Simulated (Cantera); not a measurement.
Cantera run, input and output.

```python
import numpy as np
import cantera as ct

gas = ct.Solution("h2o2.yaml")
gas.TPX = 675, 1600000, {'H2': 1, 'O2': 0.5, 'N2': 1.88}
inlet = ct.Reservoir(gas, clone=True)
gas.equilibrate("HP")  # start burning
reactor = ct.IdealGasConstPressureReactor(gas, energy="on", clone=False)
exhaust = ct.Reservoir(gas, clone=True)
tau = [0.071, 0.021, 0.0064, 0.0019, 0.00058, 0.00018, 5.3e-05, 1.6e-05, 4.8e-06][0]
for a, b in ((inlet, reactor), (reactor, exhaust)):
    ct.MassFlowController(a, b, mdot=lambda t: reactor.mass / tau)
net = ct.ReactorNet([reactor])
show = ['H2', 'O2', 'O', 'H2O', 'H', 'H2O2']

rows = []
print(f"{'tau/s':>10s}{'T/K':>9s}" + "".join(f"{s:>11s}" for s in show))
for tau in [0.071, 0.021, 0.0064, 0.0019, 0.00058, 0.00018, 5.3e-05, 1.6e-05, 4.8e-06]:
    net.initial_time = 0.0
    net.advance(30 * tau)
    before = gas.X
    net.advance(40 * tau)
    drift = np.max(np.abs(gas.X - before) / (gas.X + 1e-9))
    rows.append([gas.T, *gas[show].X, drift])
    print(f"{tau:10.3e}{gas.T:9.1f}" + "".join(f"{x:11.3e}" for x in gas[show].X))
```

Output:

```
     tau/s      T/K         H2         O2          O        H2O          H       H2O2
 7.100e-02   2683.7  1.508e-02  5.410e-03  6.237e-04  3.229e-01  1.654e-03  9.682e-07
 2.100e-02   2683.4  1.511e-02  5.422e-03  6.251e-04  3.229e-01  1.659e-03  9.699e-07
 6.400e-03   2682.6  1.520e-02  5.462e-03  6.299e-04  3.228e-01  1.675e-03  9.754e-07
 1.900e-03   2679.9  1.549e-02  5.594e-03  6.459e-04  3.223e-01  1.731e-03  9.935e-07
 5.800e-04   2671.9  1.637e-02  5.984e-03  6.957e-04  3.210e-01  1.903e-03  1.048e-06
 1.800e-04   2650.8  1.862e-02  6.983e-03  8.385e-04  3.175e-01  2.393e-03  1.190e-06
 5.300e-05   2601.5  2.352e-02  9.178e-03  1.232e-03  3.098e-01  3.737e-03  1.519e-06
 1.600e-05   2513.4  3.131e-02  1.281e-02  2.100e-03  2.968e-01  6.757e-03  2.093e-06
 4.800e-06   2374.5  4.201e-02  1.830e-02  3.705e-03  2.781e-01  1.276e-02  2.948e-06
```

Cantera simulation using the H2/O2 subset of GRI-Mech 3.0, which has no nitrogen chemistry; the numbers are that mechanism's predictions, not measurements. The hydrogen kinetics of GRI-Mech 3.0 are dated; newer H2 mechanisms differ, most at raised pressure. The pressure lies above the range GRI-Mech 3.0 was tuned for (to about 10 atm).
